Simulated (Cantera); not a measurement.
What does this Cantera script print?

```python
import numpy as np
import cantera as ct

gas = ct.Solution("gri30.yaml")
gas.TPX = 1600, 11000, {'CH4': 1, 'N2': 4.3}
inlet = ct.Reservoir(gas, clone=True)

reactor = ct.IdealGasConstPressureReactor(gas, energy="off", clone=False)
exhaust = ct.Reservoir(gas, clone=True)
tau = [3.2, 1.2, 0.44, 0.16, 0.059, 0.022, 0.0081, 0.003, 0.0011][0]
for a, b in ((inlet, reactor), (reactor, exhaust)):
    ct.MassFlowController(a, b, mdot=lambda t: reactor.mass / tau)
net = ct.ReactorNet([reactor])
show = ['CH4', 'H', 'C2H4', 'H2', 'HCN', 'CH2']

rows = []
print(f"{'tau/s':>10s}{'T/K':>9s}" + "".join(f"{s:>11s}" for s in show))
for tau in [3.2, 1.2, 0.44, 0.16, 0.059, 0.022, 0.0081, 0.003, 0.0011]:
    net.initial_time = 0.0
    net.advance(30 * tau)
    before = gas.X
    net.advance(40 * tau)
    drift = np.max(np.abs(gas.X - before) / (gas.X + 1e-9))
    rows.append([gas.T, *gas[show].X, drift])
    print(f"{tau:10.3e}{gas.T:9.1f}" + "".join(f"{x:11.3e}" for x in gas[show].X))
```

Result:

```
     tau/s      T/K        CH4          H       C2H4         H2        HCN        CH2
 3.200e+00   1600.0  3.670e-02  5.029e-05  3.325e-04  1.913e-01  4.411e-07  4.534e-08
 1.200e+00   1600.0  5.993e-02  3.975e-05  5.755e-04  1.617e-01  1.970e-07  6.291e-08
 4.400e-01   1600.0  9.119e-02  2.893e-05  1.163e-03  1.216e-01  7.725e-08  8.571e-08
 1.600e-01   1600.0  1.248e-01  1.899e-05  2.232e-03  7.818e-02  2.583e-08  1.133e-07
 5.900e-02   1600.0  1.536e-01  1.068e-05  3.339e-03  4.083e-02  6.795e-09  1.380e-07
 2.200e-02   1600.0  1.744e-01  4.357e-06  2.895e-03  1.484e-02  1.023e-09  1.323e-07
 8.100e-03   1600.0  1.854e-01  1.035e-06  8.634e-04  2.782e-03  5.260e-11  6.897e-08
 3.000e-03   1600.0  1.881e-01  2.555e-07  9.204e-05  3.667e-04  2.384e-12  1.808e-08
 1.100e-03   1600.0  1.885e-01  1.273e-07  5.970e-06  7.276e-05  2.175e-13  3.244e-09
```

Cantera simulation using GRI-Mech 3.0 (53 species, 325 reactions); the numbers are that mechanism's predictions, not measurements. GRI-Mech 3.0 stops at C3 and has no aromatics, soot or wall deposition, so with more carbon than oxygen in the feed, carbon stays in small species such as C2H2 where larger ones or solid carbon would form.
